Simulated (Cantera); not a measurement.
Adiabatic ignition

An adiabatic, constant-pressure homogeneous reactor starts with CH3OH : O2 : N2 : H2O = 1 : 1.15 : 4.34 : 0.29 (molar parts), at 1298 K and 32000 Pa.

Computed with Cantera and GRI-Mech 3.0 (53 species, 325 reactions). GRI-Mech 3.0 was tuned for natural gas; its chemistry of methanol as a main component is partial and can be far from experiment.

```csv
t (s),T (K),x CH3OH,x O2,x H2O,x CH2CO,x CH2O,x CH2,x CO2
3.00e-6,1298,0.147,0.170,0.0428,<1e-12,1.30e-7,1.86e-9,8.24e-9
6.63e-6,1298,0.147,0.170,0.0428,<1e-12,3.66e-7,1.86e-9,1.92e-8
1.47e-5,1298,0.147,0.170,0.0428,<1e-12,9.12e-7,1.86e-9,4.35e-8
3.24e-5,1298,0.147,0.170,0.0428,<1e-12,2.20e-6,1.86e-9,9.73e-8
7.17e-5,1298,0.147,0.170,0.0428,<1e-12,5.33e-6,1.86e-9,2.16e-7
0.000158,1298,0.147,0.170,0.0428,<1e-12,1.30e-5,1.86e-9,4.79e-7
0.000350,1298,0.147,0.170,0.0428,<1e-12,3.21e-5,1.85e-9,1.06e-6
0.000775,1298,0.147,0.170,0.0428,<1e-12,8.87e-5,1.85e-9,2.35e-6
0.00171,1298,0.147,0.169,0.0430,3.22e-12,0.000364,1.86e-9,5.23e-6
0.00379,1304,0.143,0.167,0.0452,6.62e-11,0.00380,2.09e-9,1.44e-5
0.00837,2531,<1e-12,0.00683,0.238,<1e-12,3.34e-10,<1e-12,0.0613
0.0185,2546,<1e-12,0.00595,0.240,<1e-12,3.50e-10,<1e-12,0.0616
0.0409,2543,<1e-12,0.00569,0.240,<1e-12,3.54e-10,<1e-12,0.0614
0.0905,2543,<1e-12,0.00564,0.240,<1e-12,3.54e-10,<1e-12,0.0614
0.200,2543,<1e-12,0.00564,0.240,<1e-12,3.54e-10,<1e-12,0.0614
```
x: mole fraction; the columns are a selection and need not sum to one.

| Item | Result |
|---|---|
| time of steepest temperature rise | 5.23 ms |
| temperature at 0.200 s | 2543 K |
| equilibrium temperature | 2543 K |
| x(CH3OH) at 0.200 s | <1e-12 (gas-phase equilibrium <1e-12) |
| x(O2) at 0.200 s | 0.00564 (gas-phase equilibrium 0.00564) |
| x(H2O) at 0.200 s | 0.240 (gas-phase equilibrium 0.240) |
